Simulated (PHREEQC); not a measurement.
Ca(OH)2 is added in steps, without added water, to 1 kg of water holding 0.0095 mol CdSO4, at 25 °C. Oxygen alone is held at its pressure in air (log pO2 = -0.68). No CO2 enters from the air. No solid was allowed to form.

Base run: PHREEQC, ion-association model, wateq4f.dat. Each further column changes one thing. The table gives CaSO4 (mol/kgw).

| Ca(OH)2 added (mol) | base | temperature from 25 to 5 °C | CdSO4 replaced by NH4HSO4 at the same molality | 0.00031 mol/kgw SrBr2 added | solids may form |
|---|---|---|---|---|---|
| 0 | 0 | 0 | 0 | 0 | 0 |
| 0.001417 | 0.000393 | 0.000345 | 0.000421 | 0.000390 | 0.000384 |
| 0.002833 | 0.000802 | 0.000699 | 0.000858 | 0.000794 | 0.000775 |
| 0.00425 | 0.00122 | 0.00106 | 0.00131 | 0.00120 | 0.00117 |
| 0.005667 | 0.00163 | 0.00143 | 0.00174 | 0.00161 | 0.00158 |
| 0.007083 | 0.00203 | 0.00180 | 0.00212 | 0.00200 | 0.00199 |
| 0.0085 | 0.00240 | 0.00216 | 0.00247 | 0.00237 | 0.00242 |
| 0.009917 | 0.00270 | 0.00246 | 0.00276 | 0.00267 | 0.00277 |
| 0.01133 | 0.00292 | 0.00258 | 0.00294 | 0.00288 | 0.00295 |
| 0.01275 | 0.00308 | 0.00266 | 0.00309 | 0.00304 | 0.00309 |
| 0.01417 | 0.00322 | 0.00273 | 0.00322 | 0.00318 | 0.00322 |
| 0.01558 | 0.00333 | 0.00278 | 0.00333 | 0.00329 | 0.00333 |
| 0.017 | 0.00343 | 0.00283 | 0.00343 | 0.00340 | 0.00343 |

In at least one series the solution becomes supersaturated in solids that the run did not let form, among them Cd(OH)2. Constants without temperature data keep their 25 °C values here.  Solids allowed in the column 'solids may form': Gypsum, Portlandite, Cd(OH)2.
